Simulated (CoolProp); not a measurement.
Ammonia along the isobar 15.7 MPa: fugacity coefficient from the reference equation and from simpler models built on Tc = 132.4 °C, pc = 11.36 MPa, ω = 0.256; each cubic takes its own stable root.

Values from CoolProp's reference Helmholtz-energy equation of state, Gao 2020.

```json
[
 {"T (°C)": "32.05", "phase": "liquid", "reference": "0.08198", "van der Waals": "0.2245", "Redlich-Kwong": "0.1228", "Peng-Robinson": "0.08560"},
 {"T (°C)": "62.05", "phase": "liquid", "reference": "0.1658", "van der Waals": "0.3166", "Redlich-Kwong": "0.2199", "Peng-Robinson": "0.1735"},
 {"T (°C)": "91.95", "phase": "liquid", "reference": "0.2858", "van der Waals": "0.4171", "Redlich-Kwong": "0.3420", "Peng-Robinson": "0.2981"},
 {"T (°C)": "121.85", "phase": "liquid", "reference": "0.4353", "van der Waals": "0.5205", "Redlich-Kwong": "0.4771", "Peng-Robinson": "0.4480"},
 {"T (°C)": "151.85", "phase": "supercritical", "reference": "0.5906", "van der Waals": "0.6183", "Redlich-Kwong": "0.6040", "Peng-Robinson": "0.5918"},
 {"T (°C)": "181.75", "phase": "supercritical", "reference": "0.6886", "van der Waals": "0.6934", "Redlich-Kwong": "0.6884", "Peng-Robinson": "0.6820"},
 {"T (°C)": "211.75", "phase": "supercritical", "reference": "0.7542", "van der Waals": "0.7443", "Redlich-Kwong": "0.7456", "Peng-Robinson": "0.7454"},
 {"T (°C)": "241.65", "phase": "supercritical", "reference": "0.8031", "van der Waals": "0.7830", "Redlich-Kwong": "0.7893", "Peng-Robinson": "0.7943"},
 {"T (°C)": "271.65", "phase": "supercritical", "reference": "0.8411", "van der Waals": "0.8142", "Redlich-Kwong": "0.8241", "Peng-Robinson": "0.8335"},
 {"T (°C)": "301.55", "phase": "supercritical", "reference": "0.8711", "van der Waals": "0.8398", "Redlich-Kwong": "0.8522", "Peng-Robinson": "0.8652"},
 {"T (°C)": "331.55", "phase": "supercritical", "reference": "0.8952", "van der Waals": "0.8612", "Redlich-Kwong": "0.8754", "Peng-Robinson": "0.8912"},
 {"T (°C)": "361.45", "phase": "supercritical", "reference": "0.9147", "van der Waals": "0.8792", "Redlich-Kwong": "0.8945", "Peng-Robinson": "0.9126"}
]
```
